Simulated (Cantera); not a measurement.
Charge: 1 mol Si, 0.0015 mol H₂O, 370 mol N₂, 0.029 mol CO₂, equilibrated at 13.3 mbar.

Equilibrium computed with Cantera from the NASA thermochemical tables; the gas is ideal and each condensed phase is pure. Candidate condensed phases: C, C₆H₆, C₇H₈, C₈H₁₈, H₂O, Si, SiC, SiO₂, Si₂N₂O, Si₃N₄; 151 gas species. N₂ is the only nitrogen source here; it is nearly inert below about 1500 K, so the nitride shown seldom forms there in practice. Mutual solubility and eutectic melting of coexisting phases are not modelled. The numbers say what is thermodynamically allowed, not how fast it happens.

**Question.** Which condensed phases are stable at each of these points (T (K)): 1425, 1500, 1575, 1650, 1725, 1800, 1875, 1950, 2025, 2100?

**Answer.** 
```
T (K)      condensed phases  Si condensed (%)
-----  --------------------  ----------------
1425   Si₂N₂O(s) + Si₃N₄(s)             100.0
1500   Si₂N₂O(s) + Si₃N₄(s)              99.6
1575               Si₃N₄(s)              96.9
1650               Si₃N₄(s)              96.8
1725      SiC(s) + Si₃N₄(s)              95.3
1800      SiC(s) + Si₃N₄(s)              86.9
1875         Si(l) + SiC(s)              64.3
1950         Si(l) + SiC(s)              16.0
2025               gas only               0.0
2100               gas only               0.0
```

From 1425 K to 1500 K the condensed part is Si₂N₂O(s) + Si₃N₄(s). From 1575 K to 1650 K the condensed part is Si₃N₄(s). From 1725 K to 1800 K the condensed part is SiC(s) + Si₃N₄(s). From 1875 K to 1950 K the condensed part is Si(l) + SiC(s). From 2025 K to 2100 K nothing is condensed.
